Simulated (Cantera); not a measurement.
A freely propagating, adiabatic, planar premixed flame of 7.09 % CH4, 21.5 % O2, 70.9 % N2, 0.588 % H2O, unburnt at 675 K and 52000 Pa; mixture-averaged transport, grid criteria slope 0.08 and curve 0.16, no radiation.

Model: GRI-Mech 3.0 (53 species, 325 reactions), integrated in Cantera. Burning velocities carry a grid error of a few per cent, more on coarse grids.

Question: Predict: laminar burning velocity; thermal thickness; peak x(H); peak x(OH).

Answer: 
| Property | Value |
|---|---|
| laminar burning velocity | 159 cm/s |
| thermal thickness | 0.598 mm |
| peak x(H) | 0.00601 |
| peak x(OH) | 0.0101 |
